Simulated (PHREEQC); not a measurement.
Hard or scaling water: speciation

Solution (51 °C): 0.023 mol CaCl2, 0.00076 mol CO2 and 0.0054 mol MgSO4 per kg of water. Closed to the air; pH follows from the charge balance.

Model: Pitzer model, pitzer.dat, run in PHREEQC.

Each row changes one thing in this solution. Precipitation was switched off in this run.

```csv
case,pH,CO2 (mol/kgw),HCO3- (mol/kgw),HSO4- (mol/kgw),MgOH+ (mol/kgw),CO3-2 (mol/kgw),SI of Epsomite (MgSO4:7H2O),SI of Hexahydrite (MgSO4:6H2O)
as made,4.75,0.000733,2.74e-5,4.84e-6,1.73e-9,2.97e-10,-3.97,-4.02
CaCl2 left out,4.79,0.000732,2.84e-5,9.68e-6,2.41e-9,1.86e-10,-3.48,-3.53
CO2 from 0.00076 to 0.00152 mol/kgw,4.60,0.00148,3.89e-5,6.87e-6,1.22e-9,2.97e-10,-3.97,-4.02
CaCl2 from 0.023 to 0.23 mol/kgw,4.72,0.000733,2.65e-5,1.34e-6,9.32e-10,2.13e-9,-4.86,-4.91
CO2 from 0.00076 to 7.6e-05 mol/kgw,5.27,6.77e-5,8.30e-6,1.47e-6,5.69e-9,2.96e-10,-3.97,-4.02
MgSO4 from 0.0054 to 0.00054 mol/kgw,4.72,0.000735,2.46e-5,5.28e-7,1.72e-10,2.32e-10,-5.92,-5.97
```

Complexes and solids missing from the database can't appear. At this temperature some constants are extrapolated from 25 °C, and those without enthalpy data are left unchanged.
